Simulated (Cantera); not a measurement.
A Cantera script and its output.

```python
import numpy as np
import cantera as ct

gas = ct.Solution("gri30.yaml")
gas.TPX = 1175, 130000, {'C3H8': 1, 'O2': 7.14, 'N2': 26.9, 'H2O': 1.7}
reactor = ct.IdealGasReactor(gas, energy="on", clone=False)
net = ct.ReactorNet([reactor])
net.rtol, net.atol = 1e-08, 1e-16
show = ['C3H8', 'O2', 'H2O', 'H', 'C2H6', 'O']
times = np.geomspace(3e-06, 5, 15)

steps = ct.SolutionArray(gas, extra=["t"])
rows = []
print(f"{'t/s':>10s}{'T/K':>9s}{'P/Pa':>11s}" + "".join(f"{s:>11s}" for s in show))
for t in times:
    while net.time < t:
        t_next = net.step()
        steps.append(gas.state, t=t_next)
    rows.append([np.interp(t, steps.t, y) for y in (steps.T, steps.P, *steps(*show).X.T)])
    print(f"{t:10.3e}{rows[-1][0]:9.1f}{rows[-1][1]:11.4g}" + "".join(f"{x:11.3e}" for x in rows[-1][2:]))
rate = np.gradient(steps.T, steps.t)
print("integrator steps:", len(steps.t))
if steps.T.max() > steps.T[0] + 200:
    print(f"time of steepest temperature rise: {steps.t[rate.argmax()]:.4e} s")
gas.TPX = 1175, 130000, {'C3H8': 1, 'O2': 7.14, 'N2': 26.9, 'H2O': 1.7}
gas.equilibrate("UV")
print(f"equilibrium (UV): T = {gas.T:.1f} K  " + "  ".join(f"{s} {gas[s].X[0]:.3e}" for s in show))
```

It prints:

```
       t/s      T/K       P/Pa       C3H8         O2        H2O          H       C2H6          O
 3.000e-06   1175.0    1.3e+05  2.722e-02  1.943e-01  4.627e-02  3.886e-09  2.653e-11  6.015e-10
 8.347e-06   1175.0    1.3e+05  2.722e-02  1.943e-01  4.627e-02  5.410e-09  2.118e-10  9.560e-10
 2.323e-05   1175.0    1.3e+05  2.722e-02  1.943e-01  4.627e-02  6.009e-09  3.103e-09  1.170e-09
 6.462e-05   1174.9    1.3e+05  2.721e-02  1.943e-01  4.627e-02  9.404e-09  6.716e-08  2.061e-09
 1.798e-04   1174.9    1.3e+05  2.718e-02  1.943e-01  4.628e-02  2.770e-08  1.712e-06  6.142e-09
 5.003e-04   1174.9    1.3e+05  2.705e-02  1.942e-01  4.633e-02  3.882e-08  2.598e-05  9.314e-09
 1.392e-03   1175.2  1.301e+05  2.662e-02  1.940e-01  4.648e-02  4.524e-08  1.155e-04  1.084e-08
 3.873e-03   1177.3  1.305e+05  2.519e-02  1.932e-01  4.707e-02  7.875e-08  3.885e-04  1.843e-08
 1.078e-02   2635.6  3.039e+05  1.008e-46  5.497e-02  1.374e-01  1.569e-03  4.959e-32  3.697e-03
 2.998e-02   2626.3  3.027e+05  9.324e-47  5.227e-02  1.378e-01  1.506e-03  4.701e-32  3.465e-03
 8.343e-02   2626.3  3.027e+05  9.324e-47  5.227e-02  1.378e-01  1.506e-03  4.701e-32  3.465e-03
 2.321e-01   2626.3  3.027e+05  9.324e-47  5.227e-02  1.378e-01  1.506e-03  4.701e-32  3.465e-03
 6.459e-01   2626.3  3.027e+05  9.324e-47  5.227e-02  1.378e-01  1.506e-03  4.701e-32  3.465e-03
 1.797e+00   2626.3  3.027e+05  9.324e-47  5.227e-02  1.378e-01  1.506e-03  4.701e-32  3.465e-03
 5.000e+00   2626.3  3.027e+05  9.324e-47  5.227e-02  1.378e-01  1.506e-03  4.701e-32  3.465e-03
integrator steps: 2202
time of steepest temperature rise: 8.9244e-03 s
equilibrium (UV): T = 2626.3 K  C3H8 1.649e-46  O2 5.227e-02  H2O 1.378e-01  H 1.506e-03  C2H6 8.047e-32  O 3.465e-03
```

Model: GRI-Mech 3.0 (53 species, 325 reactions), integrated in Cantera. GRI-Mech 3.0 was tuned for natural gas; its chemistry of propane as a main component is partial and can be far from experiment.
